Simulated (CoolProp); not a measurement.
A single-stage vapour-compression cycle with R124: evaporating at 218.15 K (dew point), condensing at 254.15 K (bubble point), superheat 0 K, subcooling 8 K, compressor efficiency 0.8, no pressure losses. Each further row changes one setting.

Values from CoolProp's reference Helmholtz-energy equation of state, de Vries 1995.

```tsv
case	cooling COP	pressure ratio	discharge temperature (K)	refrigerating effect (kJ/kg)	volumetric capacity (kJ/m³)
as stated	4.50	6.89	273.4	156	129
evaporating temperature 223.15 K	5.44	5.04	269.7	159	175
condensing temperature 249.15 K	5.32	5.48	266.6	161	133
subcooling 13 K	4.65	6.89	273.4	161	133
superheat 10 K	4.47	6.89	284.3	162	128
compressor efficiency 0.7	3.94	6.89	280.4	156	129
```
